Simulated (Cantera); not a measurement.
What does this Cantera script print?

```python
import numpy as np
import cantera as ct

gas = ct.Solution("gri30.yaml")
gas.TPX = 2100, 840000, {'CH4': 0.18, 'H2O': 0.37, 'H2': 0.1}
reactor = ct.IdealGasConstPressureReactor(gas, energy="off", clone=False)
net = ct.ReactorNet([reactor])
net.rtol, net.atol = 1e-08, 1e-18
show = ['CH4', 'H2O', 'H2', 'CH2', 'O2']
times = np.geomspace(6e-05, 100, 15)

steps = ct.SolutionArray(gas, extra=["t"])
rows = []
print(f"{'t/s':>10s}{'T/K':>9s}{'P/Pa':>11s}" + "".join(f"{s:>11s}" for s in show))
for t in times:
    while net.time < t:
        t_next = net.step()
        steps.append(gas.state, t=t_next)
    rows.append([np.interp(t, steps.t, y) for y in (steps.T, steps.P, *steps(*show).X.T)])
    print(f"{t:10.3e}{rows[-1][0]:9.1f}{rows[-1][1]:11.4g}" + "".join(f"{x:11.3e}" for x in rows[-1][2:]))
rate = np.gradient(steps.T, steps.t)
print("integrator steps:", len(steps.t))
if steps.T.max() > steps.T[0] + 200:
    print(f"time of steepest temperature rise: {steps.t[rate.argmax()]:.4e} s")
gas.TPX = 2100, 840000, {'CH4': 0.18, 'H2O': 0.37, 'H2': 0.1}
gas.equilibrate("TP")
print(f"equilibrium (TP): T = {gas.T:.1f} K  " + "  ".join(f"{s} {gas[s].X[0]:.3e}" for s in show))
```

It prints:

```
       t/s      T/K       P/Pa        CH4        H2O         H2        CH2         O2
 6.000e-05   2100.0    8.4e+05  6.705e-02  4.559e-01  3.873e-01  5.936e-06  2.967e-08
 1.669e-04   2100.0    8.4e+05  3.439e-02  4.141e-01  4.430e-01  3.952e-06  2.080e-08
 4.645e-04   2100.0    8.4e+05  2.188e-02  3.575e-01  4.948e-01  2.591e-06  1.420e-08
 1.292e-03   2100.0    8.4e+05  1.566e-02  2.846e-01  5.534e-01  1.448e-06  8.431e-09
 3.596e-03   2100.0    8.4e+05  8.622e-03  2.184e-01  6.071e-01  5.903e-07  4.910e-09
 1.001e-02   2100.0    8.4e+05  2.273e-03  1.840e-01  6.368e-01  1.205e-07  3.481e-09
 2.784e-02   2100.0    8.4e+05  2.744e-05  1.785e-01  6.424e-01  1.310e-09  3.270e-09
 7.746e-02   2100.0    8.4e+05  4.067e-07  1.785e-01  6.425e-01  1.976e-11  3.272e-09
 2.155e-01   2100.0    8.4e+05  4.067e-07  1.785e-01  6.425e-01  1.976e-11  3.272e-09
 5.997e-01   2100.0    8.4e+05  4.067e-07  1.785e-01  6.425e-01  1.976e-11  3.272e-09
 1.669e+00   2100.0    8.4e+05  4.067e-07  1.785e-01  6.425e-01  1.976e-11  3.272e-09
 4.642e+00   2100.0    8.4e+05  4.067e-07  1.785e-01  6.425e-01  1.976e-11  3.272e-09
 1.292e+01   2100.0    8.4e+05  4.067e-07  1.785e-01  6.425e-01  1.976e-11  3.272e-09
 3.594e+01   2100.0    8.4e+05  4.067e-07  1.785e-01  6.425e-01  1.976e-11  3.272e-09
 1.000e+02   2100.0    8.4e+05  4.067e-07  1.785e-01  6.425e-01  1.976e-11  3.272e-09
integrator steps: 2020
equilibrium (TP): T = 2100.0 K  CH4 4.606e-07  H2O 1.785e-01  H2 6.425e-01  CH2 2.234e-11  O2 3.272e-09
```

Cantera simulation using GRI-Mech 3.0 (53 species, 325 reactions); the numbers are that mechanism's predictions, not measurements.
